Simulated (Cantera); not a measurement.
Standard-state values (1 bar) from the NASA 1993 polynomials, evaluated with Cantera. Values are per mole of reaction as written; species without (g) are pure solids or liquids, kept so even where they would boil at 1 bar.

Problem. Between 300 and 2148 K, where is each reaction favourable under standard conditions?
- NiS2 + 2 C3H8(g) → Ni + 3 C2H4(g) + 2 H2S(g)

Solution. 
- NiS2 + 2 C3H8(g) → Ni + 3 C2H4(g) + 2 H2S(g): ΔG° is 311 kJ at 300 K and -515 kJ at 2148 K; it changes sign between 300 and 1898 K. ΔH° is 362 kJ and ΔS° 408 J/K at 2148 K.
